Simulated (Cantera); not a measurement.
Charge: 1 mol Si, 14 mol NH3, 88 mol H2, equilibrated at 15.0 bar.

These are equilibrium values from Cantera (NASA tables, ideal gas, pure condensed phases), not measurements of a reactor. Candidate condensed phases: Si, Si3N4; 18 gas species. The numbers say what is thermodynamically allowed, not how fast it happens. All values below are at 998 K.

Base state: H2 0.944, N2 0.0541, NH3 0.00189 (mole fractions); condensed: Si3N4(s).

Problem. What changes in the equilibrium state with this change: Si replaced by Al?

Solution. 
```csv
species,before,after
H2,0.944,0.943
N2,0.0541,0.0554
NH3,0.00189,0.00191
"Si3N4(s), mol",0.333,0
"AlN(s), mol",0,1.00
```
Further candidate phases: Al, AlN.
